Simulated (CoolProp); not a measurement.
Vapour-liquid equilibrium of n-hexane (1) + dimethyl carbonate (2) at 0.487 bar; x and y are mole fractions of (1).

Computed with CoolProp (multi-fluid Helmholtz-energy mixture model, Thol 2019 and Zhou 2011; pair parameters Bell 2016).

```json
[
 {"x": "0.05", "bubble temperature (°C)": "59.2", "y at the bubble point": "0.332", "dew temperature at overall composition x (°C)": "67.5", "liquid density (mol/L)": "10.98"},
 {"x": "0.2", "bubble temperature (°C)": "48.5", "y at the bubble point": "0.608", "dew temperature at overall composition x (°C)": "63.3", "liquid density (mol/L)": "10.29"},
 {"x": "0.35", "bubble temperature (°C)": "46.1", "y at the bubble point": "0.667", "dew temperature at overall composition x (°C)": "58.6", "liquid density (mol/L)": "9.584"},
 {"x": "0.5", "bubble temperature (°C)": "45.3", "y at the bubble point": "0.692", "dew temperature at overall composition x (°C)": "53.1", "liquid density (mol/L)": "8.953"},
 {"x": "0.65", "bubble temperature (°C)": "44.8", "y at the bubble point": "0.721", "dew temperature at overall composition x (°C)": "46.8", "liquid density (mol/L)": "8.404"},
 {"x": "0.8", "bubble temperature (°C)": "44.7", "y at the bubble point": "0.779", "dew temperature at overall composition x (°C)": "44.8", "liquid density (mol/L)": "7.926"},
 {"x": "0.95", "bubble temperature (°C)": "46.0", "y at the bubble point": "0.915", "dew temperature at overall composition x (°C)": "46.4", "liquid density (mol/L)": "7.498"}
]
```

y crosses x between x = 0.65 and 0.8: the model has an azeotrope there.

The pair parameters rest on a limited set of measurements; away from them the model extrapolates.
